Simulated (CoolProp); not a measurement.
Computed with CoolProp (reference Helmholtz-energy equation of state, Lemmon 2006). It is a short technical equation, of lower accuracy than the large ones.

Q: For toluene, give the phase and the cv (kJ/(kg K)), Joule-Thomson coefficient (K/MPa), isothermal compressibility (1/MPa), conductivity (mW/(m K)) at 346.85 °C and 952 kPa; 346.85 °C and 2060 kPa.

A: 
- 346.85 °C and 952 kPa: gas; cv 2.11, Joule-Thomson coefficient 7.15, isothermal compressibility 1.14, conductivity 43.7
- 346.85 °C and 2060 kPa: gas; cv 2.14, Joule-Thomson coefficient 8.26, isothermal compressibility 0.599, conductivity 44.6

Thermal conductivity comes from a separate model (Assael 2012).
